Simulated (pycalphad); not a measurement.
Source of the numbers: pycalphad with the COST 507 light-alloy database (1999); pressure 1 atm. These are 1990s assessments: newer ones move some temperatures and phases. Amounts are mole fractions of atoms. Diffusion is slow at the low end, where real alloys seldom reach equilibrium.

### Question
Give the equilibrium state of Si-23.41Cu (wt.%) at 500 K.

### Answer
diamond (Si), fraction 0.843, with no Cu wt.%; CU19SI6_ETA, fraction 0.157, with 87.8 Cu wt.%.

### Question
Give the equilibrium state of Si-23.41Cu (wt.%) at 1475 K.

### Answer
```
T = 1475.00 K, P = 101325 Pa, N = 1 mol of atoms
G = -61226 J/mol, H = 42199 J/mol, S = 70.12 J/(mol K)  (SER reference)
chemical potentials (J/mol): Si -55512, Cu -103529
phase             fraction      x(Si)      x(Cu)
DIAMOND_A4          0.6351     1.0000       none
LIQUID              0.3649     0.6739     0.3261
```

Database names, with the compositions (at.%) that they take in these runs: CU19SI6_ETA: Cu 76 Si 24. DIAMOND_A4 is diamond (Si). An entry "none" or "no" means that the model of the phase leaves that element out.
